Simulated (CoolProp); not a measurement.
Properties of methanol at several states.

Values from CoolProp's reference Helmholtz-energy equation of state, de Reuck 1993.

| T (°C) | p (kPa) | phase | speed of sound (m/s) | Joule-Thomson coefficient (K/MPa) | viscosity (µPa s) | fugacity coefficient |
|---|---|---|---|---|---|---|
| 299.35 | 155 | gas | (withheld) | 5.936 | 18.9 | 0.9961 |
| 159.35 | 1780 | liquid | (withheld) | 0.08125 | 126 | 0.8167 |
| -39.35 | 24500 | liquid | 1436 | (withheld) | (withheld) | 1.391e-5 |
| 322.85 | 3740 | gas | 387.8 | 5.242 | 19.6 | 0.9170 |
| -40.55 | 12200 | liquid | 1390 | -0.3868 | (withheld) | (withheld) |
| 249.55 | 390 | gas | (withheld) | 10.26 | 17.1 | 0.9864 |

Task: Fill in the missing entries.

Result: 
- 299.35, speed of sound (m/s): 411.3
- 159.35, speed of sound (m/s): 645.6
- -39.35, Joule-Thomson coefficient (K/MPa): -0.3892
- -39.35, viscosity (µPa s): 2020
- -40.55, viscosity (µPa s): 1940
- -40.55, fugacity coefficient: 1.984e-5
- 249.55, speed of sound (m/s): 392.0

Viscosity comes from a separate model (Xiang 2006).
